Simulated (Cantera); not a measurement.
Charge: 1 mol B₂O₃, 2.5 mol N₂, 0.31 mol H₂, 0.061 mol H₂O, equilibrated at 4900 Pa.

These are equilibrium values from Cantera (NASA tables, ideal gas, pure condensed phases), not measurements of a reactor. Candidate condensed phases: B, BN, B₂O₃, B₃O₃H₃, H₂O; 39 gas species. Gases not in the tables: H₃BO₃. Equilibrium is a limit: real reactors are often held back by kinetics, nucleation or transport.

x: gas mole fraction; n: condensed amount in mol.

```json
[
 {"T (K)": "1223", "x N₂": "0.870", "x B₂O₃": "3.93e-7", "x H₂": "0.108", "x HBO₂": "0.000748", "x BO": "4.40e-11", "x H₂O": "0.0209", "x H": "4.46e-7", "x HBO": "2.55e-7", "n B₂O₃(l)": "0.999"},
 {"T (K)": "1423", "x N₂": "0.868", "x B₂O₃": "8.37e-5", "x H₂": "0.108", "x HBO₂": "0.00707", "x BO": "3.81e-8", "x H₂O": "0.0176", "x H": "9.84e-6", "x HBO": "1.42e-5", "n B₂O₃(l)": "0.990"},
 {"T (K)": "1623", "x N₂": "0.855", "x B₂O₃": "…", "x H₂": "0.106", "x HBO₂": "…", "x BO": "…", "x H₂O": "…", "x H": "…", "x HBO": "…", "n B₂O₃(l)": "0.948"},
 {"T (K)": "1823", "x N₂": "…", "x B₂O₃": "…", "x H₂": "…", "x HBO₂": "…", "x BO": "…", "x H₂O": "0.00163", "x H": "…", "x HBO": "…", "n B₂O₃(l)": "…"},
 {"T (K)": "2023", "x N₂": "0.643", "x B₂O₃": "0.213", "x H₂": "0.0578", "x HBO₂": "0.0580", "x BO": "0.00596", "x H₂O": "0.00171", "x H": "0.00206", "x HBO": "0.0118", "n B₂O₃(l)": "0"},
 {"T (K)": "2223", "x N₂": "0.637", "x B₂O₃": "0.201", "x H₂": "0.0498", "x HBO₂": "0.0652", "x BO": "0.0184", "x H₂O": "0.00304", "x H": "0.00646", "x HBO": "0.0119", "n B₂O₃(l)": "0"},
 {"T (K)": "2423", "x N₂": "0.625", "x B₂O₃": "0.181", "x H₂": "0.0386", "x HBO₂": "0.0719", "x BO": "0.0414", "x H₂O": "0.00520", "x H": "0.0157", "x HBO": "0.00993", "n B₂O₃(l)": "0"}
]
```

Q: Fill in the missing entries.

A: 
- 1823, x N₂: 0.762
- 1823, x B₂O₃: 0.0959
- 1823, x H₂: 0.0853
- 1823, x HBO₂: 0.0451
- 1823, x BO: 0.000776
- 1823, x H: 0.000572
- 1823, x HBO: 0.00667
- 1823, n B₂O₃(l): 0.593
- 1623, x B₂O₃: 0.00448
- 1623, x HBO₂: 0.0264
- 1623, x BO: 8.30e-6
- 1623, x H₂O: 0.00786
- 1623, x H: 0.000101
- 1623, x HBO: 0.000392
